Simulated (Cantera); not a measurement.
A closed system holds: 1 mol Al(CH3)3, 3 mol N2, 4.8 mol H2, held at 825 K and 52.0 mbar.

Cantera equilibrium calculation (NASA polynomials, part measured and part estimated; ideal gas, pure solids and liquids). Candidate condensed phases: Al, AlN, C, C6H6, C7H8, C8H18; 97 gas species. The feed counts by its element totals alone. Rates play no part.

Q: What is the equilibrium state?

A: 
```json
{
  "x(H2)": "0.756",
  "x(N2)": "0.218",
  "x(CH4)": "0.0269",
  "x(NH3)": "3.73e-5",
  "n(AlN(s))": "1.00 mol",
  "n(C(graphite))": "2.69 mol",
  "gas_amount": "11.49 mol",
  "log10 activity of Al(s) (absent)": "-13.66"
}
```
